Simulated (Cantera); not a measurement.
What does this Cantera script print?

```python
import numpy as np
import cantera as ct

gas_names = """
    O2 CO CrO3 H2 H2O
""".split()
cond_names = """
    C(gr) Cr(cr) Cr(L) Ti(a) Ti(b) Ti(L) Ti4O7(s) Ti4O7(L) Ti2O3(a) Ti2O3(b) Ti2O3(L)
""".split()


def load(file, names, dense=False):
    # The tables refer to 1 bar. Condensed volumes are neglected.
    table = {s.name: s for s in ct.Species.list_from_file(file)}
    out = []
    for n in names:
        d = dict(table[n].input_data)
        d["thermo"] = dict(d["thermo"], **{"reference-pressure": 1e5})
        if dense:
            d["equation-of-state"] = {"model": "constant-volume", "density": "1e6 g/cm^3"}
        out.append(ct.Species.from_dict(d))
    return out


species = {s.name: s for s in load("nasa_gas.yaml", gas_names) + load("nasa_condensed.yaml", cond_names)}
# Each term lists the table entries of one substance; the one whose range holds T is used.
reactions = {
    '2 C + O2(g) = 2 CO(g)':
        [(-2, ['C(gr)']), (-1, ['O2']), (2, ['CO'])],
    '0.6667 Cr + O2(g) = 0.6667 CrO3(g)':
        [(-0.6666666666666666, ['Cr(cr)', 'Cr(L)']), (-1, ['O2']), (0.6666666666666666, ['CrO3'])],
    '1.143 Ti + O2(g) = 0.2857 Ti4O7':
        [(-1.1428571428571428, ['Ti(a)', 'Ti(b)', 'Ti(L)']), (-1, ['O2']), (0.2857142857142857, ['Ti4O7(s)', 'Ti4O7(L)'])],
    '1.333 Ti + O2(g) = 0.6667 Ti2O3':
        [(-1.3333333333333333, ['Ti(a)', 'Ti(b)', 'Ti(L)']), (-1, ['O2']), (0.6666666666666666, ['Ti2O3(a)', 'Ti2O3(b)', 'Ti2O3(L)'])],
    '2 H2(g) + O2(g) = 2 H2O(g)':
        [(-2, ['H2']), (-1, ['O2']), (2, ['H2O'])],
}


def pick(names, T):
    return next(species[n] for n in names if species[n].thermo.min_temp <= T <= species[n].thermo.max_temp)


results = []
for label, terms in reactions.items():
    print(label)
    print("     T/K   dH/kJ  dS/(J/K)   dG/kJ   log10 K")
    for T in [300, 373, 473, 573, 673, 773, 873]:
        used = [(nu, pick(names, T)) for nu, names in terms]
        dH = sum(nu * s.thermo.h(T) for nu, s in used) / 1e6
        dS = sum(nu * s.thermo.s(T) for nu, s in used) / 1e3
        dG = dH - T * dS / 1e3
        logK = -dG * 1e6 / (ct.gas_constant * T * np.log(10))
        results.append((label, T, dH, dS, dG, logK, [s.name for _, s in used]))
        print(f"{T:8g} {dH:8.1f} {dS:8.1f} {dG:8.1f} {logK:8.2f}")
```

Output:

```
2 C + O2(g) = 2 CO(g)
     T/K   dH/kJ  dS/(J/K)   dG/kJ   log10 K
     300   -221.0    178.8   -274.7    47.82
     373   -220.4    180.8   -287.8    40.30
     473   -220.0    181.7   -305.9    33.78
     573   -220.2    181.4   -324.1    29.54
     673   -220.7    180.5   -342.2    26.56
     773   -221.6    179.3   -360.2    24.34
     873   -222.6    178.1   -378.0    22.62
0.6667 Cr + O2(g) = 0.6667 CrO3(g)
     T/K   dH/kJ  dS/(J/K)   dG/kJ   log10 K
     300   -195.3    -43.5   -182.2    31.73
     373   -195.7    -44.8   -179.0    25.07
     473   -196.1    -45.8   -174.5    19.27
     573   -196.4    -46.3   -169.8    15.48
     673   -196.6    -46.7   -165.2    12.82
     773   -196.8    -46.9   -160.5    10.85
     873   -197.0    -47.2   -155.8     9.32
1.143 Ti + O2(g) = 0.2857 Ti4O7
     T/K   dH/kJ  dS/(J/K)   dG/kJ   log10 K
     300   -972.7   -183.5   -917.7   159.78
     373   -972.4   -182.5   -904.3   126.64
     473   -971.5   -180.4   -886.2    97.86
     573   -970.3   -178.2   -868.3    79.15
     673   -969.0   -176.1   -850.5    66.01
     773   -967.7   -174.2   -833.0    56.29
     873   -966.4   -172.6   -815.7    48.81
1.333 Ti + O2(g) = 0.6667 Ti2O3
     T/K   dH/kJ  dS/(J/K)   dG/kJ   log10 K
     300  -1013.9   -194.4   -955.6   166.37
     373  -1013.5   -193.4   -941.4   131.83
     473  -1011.1   -187.8   -922.2   101.84
     573  -1009.1   -184.1   -903.6    82.37
     673  -1007.0   -180.7   -885.4    68.72
     773  -1004.8   -177.7   -867.5    58.62
     873  -1002.7   -175.1   -849.8    50.85
2 H2(g) + O2(g) = 2 H2O(g)
     T/K   dH/kJ  dS/(J/K)   dG/kJ   log10 K
     300   -483.7    -89.0   -457.0    79.57
     373   -485.2    -93.4   -450.3    63.06
     473   -487.2    -98.1   -440.7    48.67
     573   -489.0   -101.7   -430.7    39.27
     673   -490.8   -104.6   -420.4    32.63
     773   -492.5   -106.9   -409.8    27.69
     873   -494.0   -108.7   -399.1    23.88
```

Source: NASA polynomial tables (part measured, part estimated), evaluated in Cantera. Condensed species are held in their standard states even where they would react or evaporate.
